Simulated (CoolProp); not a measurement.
Computed with CoolProp (reference Helmholtz-energy equation of state, Schroeder 2014).

### Question
For ethanol, give the phase and the density (kg/m³), cv (kJ/(kg K)), Joule-Thomson coefficient (K/MPa), isothermal compressibility (1/MPa) at 366.1 K and 0.916 MPa; 380 K and 0.916 MPa; 435.6 K and 0.916 MPa.

### Answer
- 366.1 K and 0.916 MPa: liquid; density 723, cv 2.54, Joule-Thomson coefficient -0.209, isothermal compressibility 0.00197
- 380 K and 0.916 MPa: liquid; density 707, cv 2.64, Joule-Thomson coefficient -0.168, isothermal compressibility 0.00228
- 435.6 K and 0.916 MPa: gas; density 13.1, cv 1.94, Joule-Thomson coefficient 22.7, isothermal compressibility 1.24
